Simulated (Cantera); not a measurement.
**Reactions in the system N-O-V**

Source: NASA polynomial tables (part measured, part estimated), evaluated in Cantera. Values are per mole of reaction as written; species without (g) are pure solids or liquids, kept so even where they would boil at 1 bar.

2 VO₂(g) + N₂O(g) → N₂(g) + V₂O₅

```json
[
 {"T (K)": "1500", "ΔH° (kJ)": "-1043.0", "ΔS° (J/K)": "-284.0", "ΔG° (kJ)": "-616.9", "log10 K": "21.48"},
 {"T (K)": "1600", "ΔH° (kJ)": "-1037.8", "ΔS° (J/K)": "-280.7", "ΔG° (kJ)": "-588.7", "log10 K": "19.22"},
 {"T (K)": "1700", "ΔH° (kJ)": "-1032.6", "ΔS° (J/K)": "-277.5", "ΔG° (kJ)": "-560.8", "log10 K": "17.23"},
 {"T (K)": "1800", "ΔH° (kJ)": "-1027.5", "ΔS° (J/K)": "-274.6", "ΔG° (kJ)": "-533.2", "log10 K": "15.47"},
 {"T (K)": "1900", "ΔH° (kJ)": "-1022.4", "ΔS° (J/K)": "-271.9", "ΔG° (kJ)": "-505.8", "log10 K": "13.91"},
 {"T (K)": "2000", "ΔH° (kJ)": "-1017.3", "ΔS° (J/K)": "-269.3", "ΔG° (kJ)": "-478.8", "log10 K": "12.50"},
 {"T (K)": "2100", "ΔH° (kJ)": "-1012.3", "ΔS° (J/K)": "-266.8", "ΔG° (kJ)": "-452.0", "log10 K": "11.24"},
 {"T (K)": "2200", "ΔH° (kJ)": "-1007.3", "ΔS° (J/K)": "-264.5", "ΔG° (kJ)": "-425.4", "log10 K": "10.10"},
 {"T (K)": "2300", "ΔH° (kJ)": "-1002.3", "ΔS° (J/K)": "-262.3", "ΔG° (kJ)": "-399.1", "log10 K": "9.06"},
 {"T (K)": "2400", "ΔH° (kJ)": "-997.4", "ΔS° (J/K)": "-260.2", "ΔG° (kJ)": "-373.0", "log10 K": "8.12"}
]
```
